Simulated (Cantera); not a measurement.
An adiabatic, constant-pressure homogeneous reactor starts with CH₄ : O₂ : N₂ = 1 : 4 : 15 (molar parts), at 1125 K and 5.00 bar.

Detailed kinetics in Cantera: GRI-Mech 3.0 (53 species, 325 reactions).

Q: Predict: time of steepest temperature rise; temperature at 0.400 s; equilibrium temperature; x(O₂) at 0.400 s; x(OH) at 0.400 s; x(H₂O) at 0.400 s; x(CO₂) at 0.400 s; x(NO₂) at 0.400 s.

A: 
```json
{
 "time_of_steepest_temperature_rise": "19.7 ms",
 "temperature at 0.400 s": "2155 K",
 "equilibrium_temperature": "2154 K",
 "x(O₂) at 0.400 s": "0.0960 (gas-phase equilibrium 0.0957)",
 "x(OH) at 0.400 s": "0.00227 (gas-phase equilibrium 0.00225)",
 "x(H₂O) at 0.400 s": "0.0986 (gas-phase equilibrium 0.0986)",
 "x(CO₂) at 0.400 s": "0.0496 (gas-phase equilibrium 0.0496)",
 "x(NO₂) at 0.400 s": "1.39e-5 (gas-phase equilibrium 1.53e-5)"
}
```
